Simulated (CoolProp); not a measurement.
Vapour-liquid equilibrium of CH2F2 (R32) (1) + R152A (2) at 0.0174 bar; x and y are mole fractions of (1).

The numbers come from the multi-fluid Helmholtz-energy mixture model, Tillner-Roth 1997 and Outcalt 1996; pair parameters Bell 2016 in CoolProp.

| x | bubble temperature (K) | y at the bubble point | dew temperature at overall composition x (K) | liquid density (mol/L) |
|---|---|---|---|---|
| 0.05 | 181.9 | 0.258 | 184.1 | 17.59 |
| 0.125 | 178.7 | 0.492 | 183.3 | 18.14 |
| 0.2 | 176.3 | 0.632 | 182.5 | 18.69 |
| 0.275 | 174.3 | 0.724 | 181.7 | 19.25 |
| 0.35 | 172.8 | 0.788 | 180.7 | 19.83 |
| 0.425 | 171.4 | 0.836 | 179.7 | 20.43 |
| 0.5 | 170.2 | 0.872 | 178.6 | 21.06 |
| 0.575 | 169.2 | 0.902 | 177.3 | 21.72 |
| 0.65 | 168.3 | 0.926 | 175.9 | 22.41 |
| 0.725 | 167.5 | 0.946 | 174.3 | 23.13 |
| 0.8 | 166.7 | 0.963 | 172.4 | 23.89 |
| 0.875 | 166.0 | 0.978 | 170.2 | 24.69 |
| 0.95 | 165.3 | 0.992 | 167.3 | 25.54 |

No azeotrope shows between x = 0.05 and 0.95.

The pair parameters rest on a limited set of measurements; away from them the model extrapolates.
